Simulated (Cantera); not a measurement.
Input (Python, Cantera) and output of one run.

```python
import numpy as np
import cantera as ct

gas_names = """
    H HO2 H2 H2O H2O2 Nb NbO NbO2 O OH O2 O3
""".split()
cond_names = """
    H2O(s) H2O(L) Nb(cr) Nb(L) NbO(s) NbO(L) NbO2(I) NbO2(II) NbO2(III) NbO2(L) Nb2O5(s) Nb2O5(L)
""".split()


# ... load() reads the species with a 1 bar reference pressure and builds the phases ...
atoms = {
    'Nb2O5': {'Nb': 2, 'O': 5},
    'H2': {'H': 2},
}
top_T = {}  # K; cautious upper limits of use, not melting points


# ... equilibrate(T, P, feed) seeds the gas with the atoms and calls Mixture.equilibrate('TP', solver="vcs", rtol=1e-11, max_steps=5000) ...
results = []
feed = {'Nb2O5': 1, 'H2': 1100}  # mol
P = 88000  # Pa
for T in [1298, 1323, 1348, 1373, 1398, 1423, 1448, 1473, 1498, 1523, 1548]:
    mix = equilibrate(T, P, feed)
    results.append((T, P, feed, dict(zip(mix.species_names, mix.species_moles))))
    x = sorted(zip(gas.X, gas.species_names), reverse=True)
    print(f"T = {T:g} K  P = {P:g} Pa  gas = {mix.phase_moles(0):.4g} mol")
    print("   x: " + "  ".join(f"{s} {v:.3e}" for v, s in x if v > 1e-06))
    print("   condensed (mol): " + ("  ".join(f"{mix.phase(i).name} {mix.phase_moles(i):.4g}"
          for i in range(1, mix.n_phases) if mix.phase_moles(i) > 1e-12) or "none"))
```

Result:

```
T = 1298 K  P = 88000 Pa  gas = 1100 mol
   x: H2 9.991e-01  H2O 9.091e-04  H 1.142e-06
   condensed (mol): NbO2(III) 2
T = 1323 K  P = 88000 Pa  gas = 1100 mol
   x: H2 9.991e-01  H2O 9.091e-04  H 1.690e-06
   condensed (mol): NbO2(III) 2
T = 1348 K  P = 88000 Pa  gas = 1100 mol
   x: H2 9.991e-01  H2O 9.091e-04  H 2.465e-06
   condensed (mol): NbO2(III) 2
T = 1373 K  P = 88000 Pa  gas = 1100 mol
   x: H2 9.991e-01  H2O 9.091e-04  H 3.548e-06
   condensed (mol): NbO2(III) 2
T = 1398 K  P = 88000 Pa  gas = 1100 mol
   x: H2 9.991e-01  H2O 9.091e-04  H 5.042e-06
   condensed (mol): NbO2(III) 2
T = 1423 K  P = 88000 Pa  gas = 1100 mol
   x: H2 9.991e-01  H2O 9.244e-04  H 7.077e-06
   condensed (mol): NbO(s) 0.01689  NbO2(III) 1.983
T = 1448 K  P = 88000 Pa  gas = 1100 mol
   x: H2 9.989e-01  H2O 1.082e-03  H 9.820e-06
   condensed (mol): NbO(s) 0.1906  NbO2(III) 1.809
T = 1473 K  P = 88000 Pa  gas = 1100 mol
   x: H2 9.987e-01  H2O 1.260e-03  H 1.348e-05
   condensed (mol): NbO(s) 0.3859  NbO2(III) 1.614
T = 1498 K  P = 88000 Pa  gas = 1100 mol
   x: H2 9.985e-01  H2O 1.458e-03  H 1.830e-05
   condensed (mol): NbO(s) 0.6043  NbO2(III) 1.396
T = 1523 K  P = 88000 Pa  gas = 1100 mol
   x: H2 9.983e-01  H2O 1.679e-03  H 2.462e-05
   condensed (mol): NbO(s) 0.8474  NbO2(III) 1.153
T = 1548 K  P = 88000 Pa  gas = 1100 mol
   x: H2 9.980e-01  H2O 1.924e-03  H 3.279e-05
   condensed (mol): NbO(s) 1.117  NbO2(III) 0.8831
```

Equilibrium computed with Cantera from the NASA thermochemical tables; the gas is ideal and each condensed phase is pure. Mutual solubility and eutectic melting of coexisting phases are not modelled. NbO: taken at fixed stoichiometry. Condensed phases not in the tables: the oxides between NbO2 and Nb2O5.
